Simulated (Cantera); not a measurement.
Charge: 1 mol Si₃N₄, 0.035 mol H₂, at 7.50 Torr.

Equilibrium computed with Cantera from the NASA thermochemical tables; the gas is ideal and each condensed phase is pure. Candidate condensed phases: Si, Si₃N₄; 31 gas species. Ions and electrons are included (thermal ionisation). The tables' values for SiN are old estimates; treat these amounts as uncertain. Rates play no part.

log p: log10 of the partial pressure in bar; nothing condenses.

```
T (K)  log p Si  log p N₂  log p N  log p Si+  log p e-  log p H
-----  --------  --------  -------  ---------  --------  -------
3000      -2.23     -2.40    -6.06      -6.80     -6.80    -3.87
3500      -2.23     -2.41    -4.86      -5.74     -5.74    -3.86
4000      -2.23     -2.41      [?]        [?]       [?]    -3.86
4500      -2.25     -2.45      [?]        [?]       [?]    -3.87
5000      -2.29     -2.57    -2.76      -3.83     -3.83    -3.91
```

Task: Some entries are withheld; supply them.

Result: 
- 4500, log p N: -3.27
- 4500, log p Si+: -4.32
- 4500, log p e-: -4.32
- 4000, log p N: -3.96
- 4000, log p Si+: -4.94
- 4000, log p e-: -4.94
